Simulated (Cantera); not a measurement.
Standard-state values (1 bar) from the NASA 1993 polynomials, evaluated with Cantera. Values are per mole of reaction as written; species without (g) are pure solids or liquids, kept so even where they would boil at 1 bar.

Q: Between 850 and 2850 K, where is each reaction favourable under standard conditions?
- CrO3(g) ⇌ 3 O(g) + Cr

A: 
- CrO3(g) ⇌ 3 O(g) + Cr: ΔG° is 828 kJ at 850 K and 263 kJ at 2850 K; it stays positive (K < 1). ΔH° is 1116 kJ and ΔS° 299 J/K at 2850 K.
